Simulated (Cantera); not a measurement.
A perfectly stirred reactor is fed with H2 : O2 : N2 = 1.9 : 1 : 1.2 (molar parts), equivalence ratio 0.95, at 1.00 bar; it is held at 1250 K, and followed from long to short residence time.

Cantera simulation using the H2/O2 subset of GRI-Mech 3.0, which has no nitrogen chemistry; the numbers are that mechanism's predictions, not measurements. The temperature is held fixed by assumption; the heat of reaction is taken as removed at once.

What does this change do: N2 1.2 to 11 parts?


```
quantity                 before     after
---------------------  --------  --------
x(H2) at τ = 17.0 s    0.000158   4.96e-5
x(O2) at τ = 17.0 s      0.0159   0.00387
x(H2O) at τ = 17.0 s      0.603     0.147
x(OH) at τ = 17.0 s     2.75e-5   4.01e-5
x(O) at τ = 17.0 s      2.35e-7   1.18e-6
x(H2) at τ = 0.100 s    0.00304   0.00124
x(O2) at τ = 0.100 s     0.0173   0.00443
x(H2O) at τ = 0.100 s     0.599     0.145
x(OH) at τ = 0.100 s   0.000202  0.000227
x(O) at τ = 0.100 s     1.80e-5   4.24e-5
```

What does this change do: temperature 1250 to 1423 K?


| quantity | before | after |
|---|---|---|
| x(H2) at τ = 17.0 s | 0.000158 | 6.26e-5 |
| x(O2) at τ = 17.0 s | 0.0159 | 0.0159 |
| x(H2O) at τ = 17.0 s | 0.603 | 0.603 |
| x(OH) at τ = 17.0 s | 2.75e-5 | 0.000148 |
| x(O) at τ = 17.0 s | 2.35e-7 | 1.57e-6 |
| x(H2) at τ = 0.100 s | 0.00304 | 0.00172 |
| x(O2) at τ = 0.100 s | 0.0173 | 0.0165 |
| x(H2O) at τ = 0.100 s | 0.599 | 0.600 |
| x(OH) at τ = 0.100 s | 0.000202 | 0.000726 |
| x(O) at τ = 0.100 s | 1.80e-5 | 4.34e-5 |
